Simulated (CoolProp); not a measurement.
Methane at 265.4 K and 10.3 MPa flows at 4.8 m/s in a round tube of 2 mm bore and 0.25 µm roughness, fully developed (64/Re and Nu = 3.66 if laminar; Colebrook and Gnielinski if turbulent). Each further row changes one setting.

Computed with CoolProp (reference Helmholtz-energy equation of state, Setzmann 1991).

```csv
case,Reynolds number,Darcy friction factor,pressure drop (Pa/m),heat-transfer coefficient (W/(m² K)),mass flow (kg/h)
as stated,68800,0.0200,11500,4070,5.41
velocity 9.6 m/s,138000,0.0176,40500,7240,10.8
diameter 4 mm,138000,0.0172,4950,3550,21.6
```

Viscosity comes from a separate model (Quiñones-Cisneros 2006). Thermal conductivity comes from a separate model (Friend 1989).
